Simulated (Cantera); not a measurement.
Input: 1 mol Si3N4, a varied amount of O2, 500 mol H2, 1.6 mol H2O, equilibrated at 2075 K and 10.0 mbar.

Method: chemical equilibrium by Gibbs-energy minimisation in Cantera with the NASA 1993 tables (ideal gas, pure condensed phases). Candidate condensed phases: H2O, Si, SiO2, Si2N2O, Si3N4; 35 gas species. Gases not in the tables: Si2H6 and higher silanes. Kinetics and transport are ignored.

**Question.** At 0.057 mol O2, list the 5 most abundant gas species with their mole fractions, and the condensed phases.

**Answer.** H2 0.964, H 0.0262, N2 0.00389, SiO 0.00334, Si 0.00232. Condensed: gas only.
